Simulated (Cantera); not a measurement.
Input: 1 mol SiC, 0.0038 mol O₂, 3.7 mol H₂, held at 1925 K and 0.100 bar.

These are equilibrium values from Cantera (NASA tables, ideal gas, pure condensed phases), not measurements of a reactor. Candidate condensed phases: C, C₆H₆, C₇H₈, C₈H₁₈, H₂O, Si, SiC, SiO₂; 123 gas species. Gases not in the tables: Si₂H₆ and higher silanes. Equilibrium is a limit: real reactors are often held back by kinetics, nucleation or transport.

Base state: H₂ 0.995, H 0.00302, CO 0.00108, SiO 0.000965, Si 7.67e-5, SiH₂ 2.99e-5, SiH 1.97e-5 (mole fractions); condensed: SiC(s).

**Question.** What changes in the equilibrium state with this change: temperature from 1925 K to 1275 K?

**Answer.** 
```csv
species,before,after
H₂,0.995,0.999
CO,0.00108,0.000506
CH₄,4.82e-6,0.000269
H,0.00302,2.33e-6
SiO,0.000965,3.86e-6
Si,7.67e-5,<1e-9
SiH₂,2.99e-5,<1e-9
SiH,1.97e-5,<1e-9
"SiC(s), mol",0.996,0.997
"SiO₂(β-quartz), mol",0,0.00285
```
Mutual solubility and eutectic melting of coexisting phases are not modelled. The tables hold silica as quartz up to 1696 K and as liquid above; real silica turns to tridymite and cristobalite and melts near 1996 K.
